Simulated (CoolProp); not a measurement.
Vapour-liquid equilibrium of benzene (1) + toluene (2) at 216 kPa; x and y are mole fractions of (1).

Computed with CoolProp (multi-fluid Helmholtz-energy mixture model, Thol 2012 and Lemmon 2006; pair parameters Bell 2016).

Q: Give the bubble temperature and the first vapour's composition at x = 0.275, 0.35, 0.5. Is there an azeotrope?

A: x = 0.275: 128.1 °C, y = 0.444; x = 0.35: 125.4 °C, y = 0.533; x = 0.5: 120.4 °C, y = 0.684. No azeotrope shows between x = 0.05 and 0.95.

Pair parameters are fitted to limited data, so mixtures are less certain than the pure fluids.
